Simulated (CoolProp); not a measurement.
Vapour-liquid equilibrium of ethylene (1) + propylene (2) at 3.2 bar; x and y are mole fractions of (1).

The numbers come from the multi-fluid Helmholtz-energy mixture model, Smukala 2000 and Lemmon 2013; pair parameters Bell 2016 in CoolProp.

```csv
x,bubble temperature (K),y at the bubble point,dew temperature at overall composition x (K),liquid density (mol/L)
0.05,246.0,0.283,253.1,14.00
0.15,232.2,0.617,250.2,14.70
0.25,222.2,0.779,247.1,15.31
0.35,214.8,0.863,243.6,15.86
0.45,209.1,0.912,239.8,16.38
0.55,204.7,0.942,235.5,16.88
0.65,201.1,0.962,230.4,17.36
0.75,198.0,0.976,224.3,17.84
0.85,195.3,0.987,216.1,18.32
0.95,192.9,0.996,203.3,18.80
```

No azeotrope shows between x = 0.05 and 0.95.

Pair parameters are fitted to limited data, so mixtures are less certain than the pure fluids. The gap from Raoult's law changes sign with composition, which may be real or a fault of the pair parameters; it wasn't checked against measurements.
